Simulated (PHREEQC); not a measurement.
**Copper plating or etch bath: an equilibrium model**

A solution holds 0.018 mol Cu(BF4)2, 0.0063 mol HNO3 and 5.6e-05 mol NaCl per kg of water, at 20 °C. Closed to the air; pH follows from the charge balance.

Equilibrium calculation in PHREEQC: ion-association model, wateq4f.dat.

pH: 2.28
ionic strength: 0.0599 mol/kgw
total alkalinity: -114 meq/kg

```tsv
species	molality	activity	log γ
BF4-	0.0326	0.0257	-0.103
Cu+2	0.0178	0.00826	-0.334
HF	0.00631	0.00640	0.006
NO3-	0.00630	0.00501	-0.100
H+	0.00620	0.00525	-0.072
BF3OH-	0.00170	0.00134	-0.103
H3BO3	0.00139	0.00141	0.006
F-	0.00111	0.000888	-0.097
BF2(OH)2-	0.000303	0.000239	-0.103
CuF+	0.000157	0.000127	-0.090
H2F2	0.000126	0.000128	0.006
Na+	5.60e-5	4.56e-5	-0.089
Cl-	5.51e-5	4.42e-5	-0.096
HF2-	2.61e-5	2.09e-5	-0.097
CuCl+	9.50e-7	7.66e-7	-0.094
BF(OH)3-	6.01e-7	4.74e-7	-0.103
```

This is a speciation only: nothing precipitates in the calculation. Species that the database lacks are ignored. Real BF4- forms and hydrolyses slowly; the run takes it at equilibrium.
